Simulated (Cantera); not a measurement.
Dilute partial oxidation

An isothermal, constant-pressure homogeneous reactor starts with 1.27 % CH₃OH, 0.725 % O₂, 98.0 % N₂, equivalence ratio 2.6, at 1575 K and 100000 Pa.

Cantera simulation using GRI-Mech 3.0 (53 species, 325 reactions); the numbers are that mechanism's predictions, not measurements. GRI-Mech 3.0 was tuned for natural gas; its chemistry of methanol as a main component is partial and can be far from experiment.

```csv
t (s),x CH₃OH,x O₂,x NO,x H₂O,x CO₂
4.00e-6,0.0127,0.00725,1.16e-12,4.64e-6,4.22e-7
2.17e-5,0.0126,0.00721,1.81e-10,3.50e-5,3.63e-6
0.000118,0.0101,0.00669,4.24e-9,0.000673,2.05e-5
0.000639,<1e-12,7.69e-5,5.55e-7,0.0118,0.00182
0.00346,<1e-12,3.50e-6,1.31e-6,0.0112,0.00294
0.0188,<1e-12,1.33e-7,1.37e-6,0.0114,0.00284
0.102,<1e-12,4.46e-9,1.28e-6,0.0114,0.00282
0.553,<1e-12,1.59e-10,9.12e-7,0.0114,0.00281
3.00,<1e-12,1.99e-11,3.84e-7,0.0114,0.00281
```
x: mole fraction; the columns are a selection and need not sum to one.

Equilibrium at this temperature and pressure: CH₃OH <1e-12, O₂ 1.74e-11, NO 1.75e-8, H₂O 0.0114, CO₂ 0.00281 (gas phase only).
